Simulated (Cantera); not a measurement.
FeS + H₂ (hydrogen reduction and annealing atmospheres)

Charge: 1 mol FeS, 66 mol H₂, held at 133 Pa.

Equilibrium computed with Cantera from the NASA thermochemical tables; the gas is ideal and each condensed phase is pure. Candidate condensed phases: Fe, FeS, FeS₂, S; 8 gas species. Metal and sulfide melt together well below either melting point, which pure phases cannot show. Mutual solubility and eutectic melting of coexisting phases are not modelled. FeS: taken at fixed stoichiometry. Gases not in the tables: S₃ to S₇. Rates play no part.

```
T (K)   x H₂     x H₂S      x S₂      x SH       x H       x S  n Fe(α)  n FeS(s)  n Fe(γ)
-----  -----  --------  --------  --------  --------  --------  -------  --------  -------
850    1.000  0.000275  6.84e-11   1.39e-9  5.61e-10    <1e-12   0.0181     0.982        0
900    1.000  0.000459  7.80e-10   8.44e-9   3.20e-9    <1e-12   0.0303     0.970        0
950    0.999  0.000727   6.90e-9   4.24e-8   1.52e-8  4.01e-12   0.0480     0.952        0
1000   0.999   0.00110   4.93e-8   1.82e-7   6.21e-8  4.20e-11   0.0726     0.927        0
1050   0.998   0.00160   2.94e-7   6.81e-7   2.22e-7  3.54e-10    0.106     0.894        0
1100   0.998   0.00228   1.52e-6   2.28e-6   7.07e-7   2.48e-9    0.151     0.849        0
1150   0.997   0.00314   6.81e-6   6.88e-6   2.04e-6   1.47e-8    0.209     0.791        0
1200   0.996   0.00421   2.69e-5   1.89e-5   5.39e-6   7.50e-8        0     0.717    0.283
1250   0.994   0.00551   9.56e-5   4.80e-5   1.32e-5   3.37e-7        0     0.620    0.380
1300   0.993   0.00705  0.000307  0.000113   3.02e-5   1.34e-6        0     0.487    0.513
```
x: gas mole fraction; n: condensed amount in mol.

From 850 K to 1150 K the condensed part is Fe(α) + FeS(s). From 1200 K to 1300 K the condensed part is Fe(γ) + FeS(s).
